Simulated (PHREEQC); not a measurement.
KOH is added in steps, without added water, to 1 kg of water holding 0.007 mol/kgw FeCl3, 0.01 mol/kgw ZnCl2 and 5.1e-05 mol/kgw H2SO4, at 25 °C. O2 is buffered at 0.21 atm. CO2 from the air is kept out. The run lets Fe(OH)3(a), Zincite(c), Zn4(OH)6SO4, Zn5(OH)8Cl2, Jarosite-K, Goslarite precipitate or redissolve, and no other solid.

Base run: PHREEQC, ion-association model, wateq4f.dat. Each further column changes one thing. The table gives pH.

| KOH added (mol) | base | temperature from 25 to 30 °C | no solid may form |
|---|---|---|---|
| 0 | 2.47 | 2.45 | 2.47 |
| 0.007 | 2.87 | [?] | 3.22 |
| 0.014 | 2.97 | [?] | 5.31 |
| 0.021 | 4.17 | [?] | 7.67 |
| 0.028 | 6.80 | [?] | 8.37 |
| 0.035 | 7.10 | [?] | [?] |
| 0.042 | 10.87 | [?] | 9.08 |
| 0.049 | 11.81 | 11.65 | 10.40 |
| 0.056 | 12.08 | 11.92 | 11.35 |

Some entries are withheld; supply them.


- 0.007, temperature from 25 to 30 °C: 2.90
- 0.014, temperature from 25 to 30 °C: 3.01
- 0.021, temperature from 25 to 30 °C: 4.25
- 0.028, temperature from 25 to 30 °C: 6.70
- 0.035, temperature from 25 to 30 °C: 6.86
- 0.035, no solid may form: 8.70
- 0.042, temperature from 25 to 30 °C: 10.71

 In at least one series the solution becomes supersaturated in solids that the run did not let form, among them Fe(OH)3(a), Zincite(c), Zn4(OH)6SO4, Zn5(OH)8Cl2, Jarosite-K.
